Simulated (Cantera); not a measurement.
**Titanium nitride, carbide and oxide coatings: TiCl₄ + H₂O**

Feed: 1 mol TiCl₄, 0.32 mol H₂O, held at 0.0120 bar.

Equilibrium computed with Cantera from the NASA thermochemical tables; the gas is ideal and each condensed phase is pure. Candidate condensed phases: H₂O, Ti, TiCl₂, TiCl₃, TiCl₄, TiO, TiO₂, Ti₂O₃, Ti₃O₅, Ti₄O₇; 23 gas species. Condensed phases not in the tables: TiOCl. Kinetics and transport are ignored.

From 1025 K to 1350 K the condensed part is TiO₂(rutile). The main Ti-bearing gas is TiCl₄ throughout.

```tsv
T (K)	x TiCl₄	x HCl	x TiCl₃	x Cl	x Cl₂	n TiO₂(rutile)
1025	0.568	0.432	3.45e-5	1.62e-5	1.01e-5	0.160
1050	0.567	0.432	5.38e-5	2.74e-5	1.44e-5	0.160
1075	0.567	0.432	8.23e-5	4.50e-5	2.00e-5	0.160
1100	0.567	0.432	0.000124	7.23e-5	2.73e-5	0.160
1125	0.567	0.432	0.000183	0.000113	3.66e-5	0.160
1150	0.567	0.432	0.000266	0.000174	4.83e-5	0.160
1175	0.567	0.432	0.000382	0.000262	6.27e-5	0.160
1200	0.567	0.432	0.000541	0.000386	8.02e-5	0.160
1225	0.566	0.432	0.000756	0.000560	0.000101	0.160
1250	0.566	0.432	0.00104	0.000800	0.000126	0.160
1275	0.565	0.432	0.00143	0.00112	0.000155	0.160
1300	0.565	0.432	0.00192	0.00156	0.000189	0.160
1325	0.564	0.431	0.00257	0.00213	0.000228	0.160
1350	0.562	0.431	0.00340	0.00287	0.000272	0.160
```
x: gas mole fraction; n: condensed amount in mol.
